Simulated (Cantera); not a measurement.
A Cantera script and what it prints.

```python
import numpy as np
import cantera as ct

gas_names = """
    Fe FeO Fe(OH)2 H HNO HNO2 HNO3 HO2 H2 H2O H2O2 N NH NH2 NH3 NH2OH NO NO2 NO3 N2 N2H2 N2H4 N2O O OH
    O2 O3
""".split()
cond_names = """
    Fe(a) Fe(c) Fe(d) Fe(L) FeO(s) FeO(L) Fe(OH)2(s) Fe(OH)3(s) Fe2O3(s) Fe3O4(s) H2O(s) H2O(L)
""".split()


# ... load() reads the species with a 1 bar reference pressure and builds the phases ...
atoms = {
    'Fe3O4': {'Fe': 3, 'O': 4},
    'H2': {'H': 2},
    'N2': {'N': 2},
}
top_T = {'Fe2O3(s)': 1830, 'Fe3O4(s)': 1870}  # K; cautious upper limits of use, not melting points


# ... equilibrate(T, P, feed) seeds the gas with the atoms and calls Mixture.equilibrate('TP', solver="vcs", rtol=1e-11, max_steps=5000) ...
results = []
feed = {'Fe3O4': 1, 'H2': 250, 'N2': 1.6}  # mol
T = 1600  # K
for P in [10, 100, 1000, 10000, 100000, 1000000]:
    mix = equilibrate(T, P, feed)
    results.append((T, P, feed, dict(zip(mix.species_names, mix.species_moles))))

top = {s: max(r[3][s] / sum(r[3][g] for g in gas_names) for r in results) for s in gas_names}
cols = sorted((s for s in top if top[s] > 0.0001), key=lambda s: -top[s])[:6]
seen = [c for c in cond_names if any(r[3].get(c, 0) > 1e-12 for r in results)]
print("log10 of partial pressures in bar; condensed amounts in mol")
print(f"{'P/Pa':>10s}" + "".join(f"{s[:9]:>10s}" for s in cols + seen))
for T, P, feed, n in results:
    ng = sum(n[g] for g in gas_names)
    print(f"{P:10.4g}" + "".join(f"{np.log10(max(n[s] / ng * P / 1e5, 1e-99)):10.3f}" for s in cols)
          + "".join(f"{n.get(c, 0):10.4g}" for c in seen))
```

Output:

```
log10 of partial pressures in bar; condensed amounts in mol
      P/Pa        H2       H2O        Fe        N2         H     Fe(c)
        10    -4.017    -5.805    -5.960    -6.203    -6.273    0.2029
       100    -3.011    -4.800    -5.960    -5.197    -5.770     2.724
      1000    -2.010    -3.799    -5.960    -4.197    -5.270     2.972
     1e+04    -1.010    -2.799    -5.960    -3.197    -4.770     2.997
     1e+05    -0.010    -1.799    -5.960    -2.197    -4.270         3
     1e+06     0.990    -0.799    -5.960    -1.198    -3.770         3
```

Equilibrium computed with Cantera from the NASA thermochemical tables; the gas is ideal and each condensed phase is pure.
